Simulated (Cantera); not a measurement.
# Adiabatic ignition

An adiabatic, constant-pressure homogeneous reactor starts with 24.4 % CH₄, 15.9 % O₂, 59.7 % N₂, at 1700 K and 10.0 bar.

Computed with Cantera and GRI-Mech 3.0 (53 species, 325 reactions).

```json
[
 {"t (s)": "9.00e-6", "T (K)": "1701", "x CH₄": "0.243", "x O₂": "0.158", "x CO₂": "2.22e-6", "x C₂H₆": "0.000263", "x H₂": "0.000416", "x C₂H": "<1e-12"},
 {"t (s)": "2.10e-5", "T (K)": "1713", "x CH₄": "0.237", "x O₂": "0.155", "x CO₂": "1.78e-5", "x C₂H₆": "0.00134", "x H₂": "0.00212", "x C₂H": "1.20e-11"},
 {"t (s)": "4.90e-5", "T (K)": "1955", "x CH₄": "0.150", "x O₂": "0.0989", "x CO₂": "0.00163", "x C₂H₆": "0.00384", "x H₂": "0.0516", "x C₂H": "2.08e-7"},
 {"t (s)": "0.000114", "T (K)": "2289", "x CH₄": "0.00690", "x O₂": "7.00e-8", "x CO₂": "0.0111", "x C₂H₆": "3.95e-6", "x H₂": "0.222", "x C₂H": "9.46e-6"},
 {"t (s)": "0.000266", "T (K)": "2271", "x CH₄": "0.00528", "x O₂": "3.61e-8", "x CO₂": "0.00984", "x C₂H₆": "2.00e-6", "x H₂": "0.249", "x C₂H": "5.54e-6"},
 {"t (s)": "0.000621", "T (K)": "2254", "x CH₄": "0.00395", "x O₂": "1.77e-8", "x CO₂": "0.00820", "x C₂H₆": "9.78e-7", "x H₂": "0.275", "x C₂H": "2.68e-6"},
 {"t (s)": "0.00145", "T (K)": "2237", "x CH₄": "0.00250", "x O₂": "8.87e-9", "x CO₂": "0.00671", "x C₂H₆": "3.50e-7", "x H₂": "0.296", "x C₂H": "1.00e-6"},
 {"t (s)": "0.00338", "T (K)": "2223", "x CH₄": "0.00114", "x O₂": "5.21e-9", "x CO₂": "0.00571", "x C₂H₆": "6.83e-8", "x H₂": "0.310", "x C₂H": "2.28e-7"},
 {"t (s)": "0.00788", "T (K)": "2216", "x CH₄": "0.000190", "x O₂": "4.03e-9", "x CO₂": "0.00531", "x C₂H₆": "1.91e-9", "x H₂": "0.316", "x C₂H": "1.20e-8"},
 {"t (s)": "0.0184", "T (K)": "2215", "x CH₄": "6.70e-7", "x O₂": "3.91e-9", "x CO₂": "0.00527", "x C₂H₆": "<1e-12", "x H₂": "0.317", "x C₂H": "4.84e-12"},
 {"t (s)": "0.0429", "T (K)": "2215", "x CH₄": "1.47e-7", "x O₂": "3.91e-9", "x CO₂": "0.00527", "x C₂H₆": "<1e-12", "x H₂": "0.317", "x C₂H": "<1e-12"},
 {"t (s)": "0.100", "T (K)": "2215", "x CH₄": "1.42e-7", "x O₂": "3.91e-9", "x CO₂": "0.00527", "x C₂H₆": "<1e-12", "x H₂": "0.317", "x C₂H": "<1e-12"}
]
```
x: mole fraction; the columns are a selection and need not sum to one.

| Quantity | Result |
|---|---|
| time of steepest temperature rise | 52.5 µs |
| temperature at 0.100 s | 2215 K |
| equilibrium temperature | 2215 K |
| x(CH₄) at 0.100 s | 1.42e-7 (gas-phase equilibrium 1.56e-7) |
| x(O₂) at 0.100 s | 3.91e-9 (gas-phase equilibrium 3.90e-9) |
| x(CO₂) at 0.100 s | 0.00527 (gas-phase equilibrium 0.00527) |
